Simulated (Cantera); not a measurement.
A Cantera script and its output.

```python
import numpy as np
import cantera as ct

gas = ct.Solution("h2o2.yaml")
gas.TPX = 675, 660000, {'H2': 1, 'O2': 0.217, 'N2': 0.817}
flame = ct.FreeFlame(gas, width=0.011)
flame.set_refine_criteria(ratio=3, slope=0.08, curve=0.16)
flame.transport_model = "mixture-averaged"
flame.solve(loglevel=0, auto=True)
z, T = flame.grid, flame.T
thick = (T[-1] - T[0]) / np.gradient(T, z).max()
show = ['H2', 'O2', 'OH', 'HO2', 'H2O2', 'O']
print(f"laminar burning velocity  {flame.velocity[0] * 100:.3f} cm/s")
print(f"burnt temperature         {T[-1]:.1f} K")
print(f"thermal thickness         {thick * 1e3:.4f} mm")
print(f"grid points               {len(z)}")
z0 = z[flame.heat_release_rate.argmax()]
print(f"{'z/mm':>9s}{'T/K':>9s}{'u/(m/s)':>9s}" + "".join(f"{s:>11s}" for s in show))
rows = []
for k in (-3, -2, -1.5, -1, -0.5, -0.25, 0, 0.25, 0.5, 1, 2, 4, 8):
    zz = z0 + k * thick
    rows.append([k * thick, np.interp(zz, z, T), np.interp(zz, z, flame.velocity),
                 *(np.interp(zz, z, flame.X[gas.species_index(s)]) for s in show)])
    print(f"{rows[-1][0] * 1e3:9.3f}{rows[-1][1]:9.1f}{rows[-1][2]:9.3f}" + "".join(f"{x:11.3e}" for x in rows[-1][3:]))
```

Output:

```
laminar burning velocity  1078.694 cm/s
burnt temperature         2269.7 K
thermal thickness         0.0436 mm
grid points               111
     z/mm      T/K  u/(m/s)         H2         O2         OH        HO2       H2O2          O
   -0.131    675.0   10.787  4.916e-01  1.067e-01  1.211e-15  7.509e-11  3.487e-13  2.270e-14
   -0.087    675.0   10.787  4.916e-01  1.067e-01  3.969e-13  6.055e-09  2.835e-11  7.409e-12
   -0.065    675.0   10.787  4.916e-01  1.067e-01  1.030e-11  9.111e-08  4.327e-10  1.901e-10
   -0.044    675.7   10.792  4.913e-01  1.068e-01  1.560e-09  3.772e-06  2.072e-08  1.763e-08
   -0.022    730.3   11.515  4.824e-01  1.068e-01  8.733e-05  6.626e-04  1.326e-05  1.764e-05
   -0.011    992.1   15.198  4.481e-01  9.876e-02  7.752e-04  6.483e-04  3.934e-05  2.976e-04
    0.000   1379.4   20.598  3.809e-01  6.903e-02  1.849e-03  3.195e-04  1.328e-05  1.502e-03
    0.011   1660.1   24.565  3.181e-01  3.068e-02  3.093e-03  1.330e-04  2.891e-06  1.857e-03
    0.022   1804.1   26.580  2.894e-01  1.056e-02  3.474e-03  4.443e-05  1.464e-06  1.159e-03
    0.044   1927.4   28.222  2.811e-01  1.351e-03  3.491e-03  5.472e-06  6.089e-07  5.227e-04
    0.087   2029.2   29.506  2.873e-01  1.538e-04  3.093e-03  7.627e-07  2.911e-07  2.900e-04
    0.174   2116.5   30.574  2.947e-01  5.215e-05  2.388e-03  3.159e-07  1.464e-07  1.428e-04
    0.349   2182.0   31.358  3.005e-01  2.125e-05  1.629e-03  1.344e-07  6.827e-08  5.837e-05
```

Model: the H2/O2 subset of GRI-Mech 3.0, which has no nitrogen chemistry, integrated in Cantera. The hydrogen kinetics of GRI-Mech 3.0 are dated; newer H2 mechanisms differ, most at raised pressure. Burning velocities carry a grid error of a few per cent, more on coarse grids.
